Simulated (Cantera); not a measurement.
Input (Python, Cantera) and output of one run.

```python
import numpy as np
import cantera as ct

gas_names = """
    CL CL2 H HCL H2 Si SiCL SiCL2 SiCL3 SiCL4 SiH SiHCL3 SiH2 SiH2CL2 SiH3 SiH3CL SiH4 Si2 Si3
""".split()
cond_names = """
    Si(cr) Si(L)
""".split()


def load(file, names, dense=False):
    # The tables refer to 1 bar. Condensed volumes are neglected.
    table = {s.name: s for s in ct.Species.list_from_file(file)}
    out = []
    for n in names:
        d = dict(table[n].input_data)
        d["thermo"] = dict(d["thermo"], **{"reference-pressure": 1e5})
        if dense:
            d["equation-of-state"] = {"model": "constant-volume", "density": "1e6 g/cm^3"}
        out.append(ct.Species.from_dict(d))
    return out


gas = ct.Solution(thermo="ideal-gas", species=load("nasa_gas.yaml", gas_names))
cond = {s.name: ct.Solution(thermo="fixed-stoichiometry", species=[s], name=s.name)
        for s in load("nasa_condensed.yaml", cond_names, dense=True)}
atoms = {
    'SiH4': {'Si': 1, 'H': 4},
    'Cl2': {'CL': 2},
    'H2': {'H': 2},
}
top_T = {}  # K; cautious upper limits of use, not melting points


def equilibrate(T, P, feed):
    n = {}
    for name, mol in feed.items():
        for a, k in atoms[name].items():
            n[a] = n.get(a, 0.0) + k * mol
    gas.TPX = T, P, n
    mass = sum(n.values()) * gas.mean_molecular_weight
    gas.equilibrate("TP")
    valid = [c for c in cond.values() if c.min_temp <= T <= top_T.get(c.name, c.max_temp)]
    mix = ct.Mixture([(gas, mass / gas.mean_molecular_weight)] + [(c, 0.0) for c in valid])
    mix.T, mix.P = T, P
    mix.equilibrate("TP", solver="vcs", rtol=1e-11, max_steps=5000)
    return mix


results = []
T = 1773  # K
P = 320  # Pa
for m in [0.025, 0.043, 0.074, 0.13, 0.22, 0.38, 0.65]:
    feed = {'SiH4': 1, 'Cl2': m, 'H2': 18}  # mol
    mix = equilibrate(T, P, feed)
    results.append((T, P, feed, dict(zip(mix.species_names, mix.species_moles))))
    x = sorted(zip(gas.X, gas.species_names), reverse=True)
    print(f"T = {T:g} K  P = {P:g} Pa  n(Cl2) = {m:g} mol  gas = {mix.phase_moles(0):.4g} mol")
    print("   x: " + "  ".join(f"{s} {v:.3e}" for v, s in x if v > 0.001))
    print("   condensed (mol): " + ("  ".join(f"{mix.phase(i).name} {mix.phase_moles(i):.4g}"
          for i in range(1, mix.n_phases) if mix.phase_moles(i) > 1e-12) or "none"))
```

Result:

```
T = 1773 K  P = 320 Pa  n(Cl2) = 0.025 mol  gas = 20.09 mol
   x: H2 9.918e-01  H 5.008e-03  HCL 2.432e-03
   condensed (mol): Si(L) 0.9844
T = 1773 K  P = 320 Pa  n(Cl2) = 0.043 mol  gas = 20.11 mol
   x: H2 9.900e-01  H 5.004e-03  HCL 4.134e-03
   condensed (mol): Si(L) 0.9836
T = 1773 K  P = 320 Pa  n(Cl2) = 0.074 mol  gas = 20.14 mol
   x: H2 9.871e-01  HCL 6.978e-03  H 4.996e-03
   condensed (mol): Si(L) 0.9812
T = 1773 K  P = 320 Pa  n(Cl2) = 0.13 mol  gas = 20.2 mol
   x: H2 9.819e-01  HCL 1.186e-02  H 4.983e-03
   condensed (mol): Si(L) 0.9747
T = 1773 K  P = 320 Pa  n(Cl2) = 0.22 mol  gas = 20.29 mol
   x: H2 9.738e-01  HCL 1.912e-02  H 4.963e-03  SiCL2 1.207e-03
   condensed (mol): Si(L) 0.9589
T = 1773 K  P = 320 Pa  n(Cl2) = 0.38 mol  gas = 20.45 mol
   x: H2 9.603e-01  HCL 3.064e-02  H 4.928e-03  SiCL2 3.141e-03
   condensed (mol): Si(L) 0.918
T = 1773 K  P = 320 Pa  n(Cl2) = 0.65 mol  gas = 20.72 mol
   x: H2 9.393e-01  HCL 4.713e-02  SiCL2 7.600e-03  H 4.874e-03
   condensed (mol): Si(L) 0.823
```

These are equilibrium values from Cantera (NASA tables, ideal gas, pure condensed phases), not measurements of a reactor. The tables' values for SiCl, SiCl3 are old estimates; treat these amounts as uncertain. Gases not in the tables: Si2H6 and higher silanes.
